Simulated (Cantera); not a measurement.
Feed: 1 mol Cu, 2.1 mol CO, 35 mol H2, equilibrated at 2180 Torr.

Method: chemical equilibrium by Gibbs-energy minimisation in Cantera with the NASA 1993 tables (ideal gas, pure condensed phases). Candidate condensed phases: C, C6H6, C7H8, C8H18, Cu, CuO, Cu(OH)2, Cu2O, H2O; 113 gas species. Rates play no part. All values below are at 1998 K.

Base state: H2 0.941, CO 0.0564, Cu 0.00146, H 0.000914, H2O 0.000152, CH4 0.000131, C2H2 (acetylene) 1.02e-5 (mole fractions); condensed: Cu(l).

Problem. What changes in the equilibrium state with this change: 0.99 mol CO2 added?

Solution. 
| species | before | after |
|---|---|---|
| H2 | 0.941 | 0.891 |
| CO | 0.0564 | 0.0805 |
| H2O | 0.000152 | 0.0254 |
| Cu | 0.00146 | 0.00146 |
| C2H2 (acetylene) | 1.02e-5 | <1e-9 |
| CO2 | 1.99e-6 | 0.000502 |
| CH4 | 0.000131 | 9.49e-7 |
| H | 0.000914 | 0.000889 |
| Cu(l), mol | 0.945 | 0.944 |
